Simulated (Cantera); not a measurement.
**Equilibrium for calcination and drying: Ca(OH)2 + H2 + H2O**

Feed: 1 mol Ca(OH)2, 1.8 mol H2, 0.087 mol H2O, at 101000 Pa.

Method: chemical equilibrium by Gibbs-energy minimisation in Cantera with the NASA 1993 tables (ideal gas, pure condensed phases). Candidate condensed phases: Ca, CaO, Ca(OH)2, H2O; 14 gas species. Equilibrium is a limit: real reactors are often held back by kinetics, nucleation or transport.

```tsv
T (K)	x H2	x H2O	x H	x OH	x Ca(OH)2	x CaOH	x Ca	n CaO(s)	n Ca(OH)2(s)
723	0.779	0.221	<1e-12	<1e-12	<1e-12	<1e-12	<1e-12	0.423	0.577
923	0.623	0.377	1.92e-10	<1e-12	<1e-12	<1e-12	<1e-12	1.00	0
1123	0.623	0.377	3.34e-8	1.04e-10	1.68e-10	<1e-12	<1e-12	1.00	0
1323	0.623	0.377	1.24e-6	1.09e-8	1.21e-8	7.26e-12	<1e-12	1.00	0
1523	0.623	0.377	1.81e-5	3.37e-7	2.82e-7	1.16e-9	6.95e-12	1.000	0
1723	0.623	0.376	0.000143	4.74e-6	3.11e-6	5.57e-8	1.01e-9	1.000	0
1923	0.623	0.376	0.000739	3.84e-5	2.06e-5	1.16e-6	5.02e-8	1.000	0
```
x: gas mole fraction; n: condensed amount in mol.

At 723 K the condensed part is CaO(s) + Ca(OH)2(s). From 923 K to 1923 K the condensed part is CaO(s).
